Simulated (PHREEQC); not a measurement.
A solution holds 0.05 mol Cu(BF4)2 and 0.25 mol HNO3 per kg of water, at 25 °C. Closed to the air; pH follows from the charge balance.

The numbers come from PHREEQC with the ion-association model, wateq4f.dat.

The pH is 0.72 and the ionic strength is 0.397 mol/kgw. The activity of water is 0.989 and the total alkalinity comes out as -550 meq/kg.

```csv
species,molality,activity,log γ
NO3-,0.250,0.158,-0.198
H+,0.247,0.190,-0.112
BF4-,0.0942,0.0579,-0.212
Cu+2,0.0500,0.0134,-0.573
HF,0.0150,0.0165,0.040
H3BO3,0.00350,0.00384,0.040
BF3OH-,0.00208,0.00128,-0.212
H2F2,0.000646,0.000707,0.040
BF2(OH)2-,0.000171,0.000105,-0.212
F-,8.86e-5,5.77e-5,-0.186
CuF+,1.92e-5,1.40e-5,-0.136
HF2-,5.60e-6,3.65e-6,-0.186
```

This is a speciation only: nothing precipitates in the calculation. Real BF4- forms and hydrolyses slowly; the run takes it at equilibrium.
